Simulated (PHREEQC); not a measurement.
A solution holds 0.016 mol CuSO4 and 0.00034 mol HCl per kg of water, at 45 °C. Closed to the air; pH follows from the charge balance.

Model: ion-association model, wateq4f.dat, run in PHREEQC.

```
quantity                           before     after
-------------------------------  --------  --------
pH                                   3.78      3.89
ionic strength (mol/kgw)           0.0413    0.0418
Cu+2 (mol/kgw)                     0.0103    0.0103
SO4-2 (mol/kgw)                    0.0102    0.0102
CuSO4 (mol/kgw)                   0.00567   0.00565
Cl- (mol/kgw)                    0.000329  0.000329
SI of Tenorite (CuO)                -1.64     -1.43
SI of Chalcanthite (CuSO4:5H2O)     -2.04     -2.04
```

Task: Which change was made?
(A) HCl from 0.00034 to 0.0034 mol/kgw
(B) 0.00044 mol/kgw (CH3)4NF added
(C) HCl from 0.00034 to 0.0017 mol/kgw
(D) diluted 100-fold with water

Result: B, 0.00044 mol/kgw (CH3)4NF added

No solid was allowed to form. (CH3)4N+ isn't in the database: it is added as a free cation with an ion size of 4 Å. Away from 25 °C the constants follow the database's enthalpies or fits; those with neither stay at their 25 °C values.
